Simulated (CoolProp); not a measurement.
Properties of ethylene at several states.

Values from CoolProp's reference Helmholtz-energy equation of state, Smukala 2000.

```csv
T (K),p (MPa),phase,Z,cp (kJ/(kg K)),cv (kJ/(kg K)),speed of sound (m/s),expansivity (1/kK)
375.7,0.0177,gas,0.9995,1.803,___,364.9,2.666
332.7,0.142,gas,0.9943,1.658,___,345.5,3.061
394.1,1.61,gas,___,1.943,1.586,364.4,2.890
355.3,22.4,supercritical,___,3.037,1.600,___,5.372
268.9,0.0144,gas,0.9989,1.435,___,___,3.732
```

Q: Some entries are withheld; supply them.

A: 
- 375.7, cv (kJ/(kg K)): 1.506
- 332.7, cv (kJ/(kg K)): 1.354
- 394.1, Z: 0.9635
- 355.3, Z: 0.6784
- 355.3, speed of sound (m/s): 515.7
- 268.9, cv (kJ/(kg K)): 1.137
- 268.9, speed of sound (m/s): 316.8
